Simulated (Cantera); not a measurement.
Feed: 1 mol SiCl4, 0.071 mol C3H8, 210 mol H2, 0.0056 mol C2H2, equilibrated at 2223 K and 3.15 Torr.

Method: chemical equilibrium by Gibbs-energy minimisation in Cantera with the NASA 1993 tables (ideal gas, pure condensed phases). Candidate condensed phases: C, C6H6, C7H8, C8H18, Si, SiC; 109 gas species. The tables' values for SiCl are old estimates; treat these amounts as uncertain. Gases not in the tables: Si2H6 and higher silanes. Equilibrium is a limit: real reactors are often held back by kinetics, nucleation or transport.

Base state: H2 0.884, H 0.0930, HCl 0.0165, Si 0.00413, Cl 0.00126, C2H2 (acetylene) 0.000411, SiH 0.000107, SiC2 6.94e-5 (mole fractions); condensed: gas only.

Question: What changes in the equilibrium state with this change: temperature from 2223 K to 1550 K?

Answer: 
```
species             before     after
----------------  --------  --------
H2                   0.884     0.982
HCl                 0.0165    0.0169
SiCl2              2.20e-5  0.000968
H                   0.0930  0.000481
Si                 0.00413   7.91e-6
C2H2 (acetylene)  0.000411   1.22e-9
SiC2               6.94e-5     <1e-9
Si2C               3.44e-5   1.76e-8
Cl                 0.00126   6.61e-6
SiH               0.000107   1.33e-6
Si(s), mol               0     0.566
SiC(s), mol              0     0.224
```
Mutual solubility and eutectic melting of coexisting phases are not modelled.

Question: What changes in the equilibrium state with this change: temperature from 2223 K to 1950 K?

Answer: 
```
species             before    after
----------------  --------  -------
H2                   0.884    0.961
HCl                 0.0165   0.0175
H                   0.0930   0.0173
Si                 0.00413  0.00283
C2H2 (acetylene)  0.000411  4.35e-6
SiC2               6.94e-5  7.62e-7
SiC(s), mol              0    0.209
```

Question: What changes in the equilibrium state with this change: SiCl4 replaced by SiH4?

Answer: 
| species | before | after |
|---|---|---|
| H2 | 0.884 | 0.901 |
| H | 0.0930 | 0.0938 |
| Si | 0.00413 | 0.00420 |
| HCl | 0.0165 | 0 |
| Cl | 0.00126 | 0 |
| SiCl | 5.31e-5 | 0 |
| SiCl2 | 2.20e-5 | 0 |
| SiH2 | 1.11e-5 | 1.15e-5 |
| SiH | 0.000107 | 0.000109 |
